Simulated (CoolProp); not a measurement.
Saturation properties of R245fa.

The numbers come from the reference Helmholtz-energy equation of state, Akasaka 2015 in CoolProp.

```csv
T (K),p (MPa),vapour density (kg/m³),liquid cp (kJ/(kg K)),surface tension (mN/m),liquid conductivity (mW/(m K))
329.7,0.4186,23.07,1.403,___,___
339.1,0.5461,30.02,___,___,80.0
348.6,0.7029,38.75,1.470,7.42,77.2
358,0.8893,49.45,1.510,6.33,___
367.5,1.113,62.87,1.560,5.27,71.7
376.9,___,79.47,1.621,4.25,68.9
386.4,1.682,100.7,1.705,3.27,66.0
395.8,___,128.1,1.826,2.35,___
```

Complete the blanks.


- 329.7, surface tension (mN/m): 9.67
- 329.7, liquid conductivity (mW/(m K)): 82.7
- 339.1, liquid cp (kJ/(kg K)): 1.434
- 339.1, surface tension (mN/m): 8.54
- 358, liquid conductivity (mW/(m K)): 74.5
- 376.9, p (MPa): 1.374
- 395.8, p (MPa): 2.035
- 395.8, liquid conductivity (mW/(m K)): 63.1

It boils at 288.2 K under 1 atm.

Thermal conductivity comes from a separate model (Huber 2003), an estimate that may be off by 10 % or more. Surface tension comes from a separate correlation (Mulero 2012).
